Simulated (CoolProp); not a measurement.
Propane at 298.15 K and 2.5 MPa flows at 1.9 m/s in a round tube of 1 mm bore and 1.5 µm roughness, fully developed (64/Re and Nu = 3.66 if laminar; Colebrook and Gnielinski if turbulent). Each further row changes one setting.

Model: reference Helmholtz-energy equation of state, Lemmon 2009, in CoolProp.

| case | Reynolds number | Darcy friction factor | pressure drop (Pa/m) | heat-transfer coefficient (W/(m² K)) | mass flow (kg/h) |
|---|---|---|---|---|---|
| as stated | 9420 | 0.0335 | 30100 | 5220 | 2.67 |
| velocity 3.8 m/s | 18800 | 0.0292 | 105000 | 9920 | 5.34 |
| diameter 2 mm | 18800 | 0.0278 | 12500 | 4770 | 10.7 |

Viscosity comes from a separate model (Vogel 1998). Thermal conductivity comes from a separate model (Marsh 2002).
